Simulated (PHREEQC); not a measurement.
Consider water at 20 °C with 0.0012 mol/kgw MgCl2, 0.00015 mol/kgw NaHCO3 and 0.00025 mol/kgw H4SiO4. Closed to the air; pH follows from the charge balance.

All values are PHREEQC results (ion-association model, phreeqc.dat), not measurements.

```
quantity                  before    after
-----------------------  -------  -------
pH                          7.89     7.75
CO2 (mol/kgw)            4.18e-6  6.03e-7
H3SiO4- (mol/kgw)        2.52e-6  1.75e-7
MgHCO3+ (mol/kgw)        1.53e-6  1.81e-8
CO3-2 (mol/kgw)          5.67e-7  3.61e-8
SI of Chalcedony (SiO2)    +0.00    -0.99
```

Task: Name the change that produced these shifts.
A. 0.0003 mol/kgw CaBr2 added
B. NaHCO3 from 0.00015 to 7.5e-05 mol/kgw
C. H4SiO4 from 0.00025 to 0.0005 mol/kgw
D. diluted 10-fold with water
E. NaHCO3 from 0.00015 to 0.0003 mol/kgw

Result: D, diluted 10-fold with water

No solid was allowed to form. Some of these states are supersaturated (in Quartz (slow to form), for instance).
